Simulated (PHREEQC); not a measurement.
0.64 g of hydrous ferric oxide (600 m²/g; 0.2 weak and 0.005 strong sites per Fe, Dzombak-Morel constants, diffuse double layer) in 1 kg of water with 0.1 mol/kgw of an inert sodium salt, at 25 °C; the pH is set by adding NaOH or the inert anion's acid. O2 is buffered at 0.21 atm. CO2 from the air is kept out. No solid was allowed to form.

Equilibrium calculation in PHREEQC: ion-association model, wateq4f.dat.

| pH | surface charge σ (C/m²) | surface potential ψ (mV) |
|---|---|---|
| 4 | 0.321 | 146 |
| 4.67 | 0.253 | 134 |
| 5.33 | 0.177 | 116 |
| 6 | 0.111 | 93 |
| 6.67 | 0.063 | 67 |
| 7.33 | 0.029 | 37 |
| 8 | 0.004 | 5 |
| 8.67 | -0.020 | -27 |
| 9.33 | -0.051 | -57 |
| 10 | -0.094 | -85 |
| 10.67 | -0.154 | -109 |
| 11.33 | -0.229 | -129 |
| 12 | -0.307 | -141 |

Complexes and solids missing from the database can't appear.
